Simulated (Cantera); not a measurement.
Cantera run:

```python
import numpy as np
import cantera as ct

gas_names = [...]  # 113 gases of nasa_gas.yaml made of C, Cu, H, O
cond_names = """
    C(gr) C6H6(L) C7H8(L) C8H18(L),n-octa Cu(cr) Cu(L) CuO(s) CuO2H2(s) Cu2O(s) Cu2O(L) H2O(s) H2O(L)
""".split()


# ... load() reads the species with a 1 bar reference pressure and builds the phases ...
atoms = {
    'Cu': {'Cu': 1},
    'H2O': {'H': 2, 'O': 1},
    'CO': {'C': 1, 'O': 1},
}
top_T = {'C(gr)': 4500, 'CuO(s)': 1390}  # K; cautious upper limits of use, not melting points


# ... equilibrate(T, P, feed) seeds the gas with the atoms and calls Mixture.equilibrate('TP', solver="vcs", rtol=1e-11, max_steps=5000) ...
results = []
feed = {'Cu': 1, 'H2O': 0.045, 'CO': 0.37}  # mol
T = 1550  # K
P = 16  # Pa
mix = equilibrate(T, P, feed)
results.append((T, P, feed, dict(zip(mix.species_names, mix.species_moles))))
x = sorted(zip(gas.X, gas.species_names), reverse=True)
print(f"T = {T:g} K  P = {P:g} Pa  gas = {mix.phase_moles(0):.4g} mol")
print("   x: " + "  ".join(f"{s} {v:.3e}" for v, s in x if v > 0.001))
print("   condensed (mol): " + ("  ".join(f"{mix.phase(i).name} {mix.phase_moles(i):.4g}"
      for i in range(1, mix.n_phases) if mix.phase_moles(i) > 1e-12) or "none"))
```

Output:

```
T = 1550 K  P = 16 Pa  gas = 0.4697 mol
   x: CO 7.135e-01  Cu 1.160e-01  CO2 7.428e-02  H2 7.394e-02  H2O 2.153e-02
   condensed (mol): Cu(L) 0.9455
```

These are equilibrium values from Cantera (NASA tables, ideal gas, pure condensed phases), not measurements of a reactor.
